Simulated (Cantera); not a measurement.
Input: 1 mol KOH, 0.065 mol H₂O, 9.1 mol CO₂, held at 660 Torr.

Method: chemical equilibrium by Gibbs-energy minimisation in Cantera with the NASA 1993 tables (ideal gas, pure condensed phases). Candidate condensed phases: C, C₆H₆, C₇H₈, C₈H₁₈, H₂O, K, KOH, KO₂, K₂CO₃, K₂O, K₂O₂; 116 gas species. Equilibrium is a limit: real reactors are often held back by kinetics, nucleation or transport.

Task: Which condensed phases are stable at each of these points (T (K)): 875, 925, 975, 1025, 1075, 1125, 1175, 1225, 1275, 1325, 1375?

Result: 
| T (K) | condensed phases | K condensed (%) |
|---|---|---|
| 875 | K₂CO₃(s) | 100.0 |
| 925 | K₂CO₃(s) | 100.0 |
| 975 | K₂CO₃(s) | 100.0 |
| 1025 | K₂CO₃(s) | 100.0 |
| 1075 | K₂CO₃(s) | 100.0 |
| 1125 | K₂CO₃(s) | 100.0 |
| 1175 | K₂CO₃(l) | 99.9 |
| 1225 | K₂CO₃(l) | 99.7 |
| 1275 | K₂CO₃(l) | 99.3 |
| 1325 | K₂CO₃(l) | 98.5 |
| 1375 | K₂CO₃(l) | 96.8 |

From 875 K to 1125 K the condensed part is K₂CO₃(s). From 1175 K to 1375 K the condensed part is K₂CO₃(l).
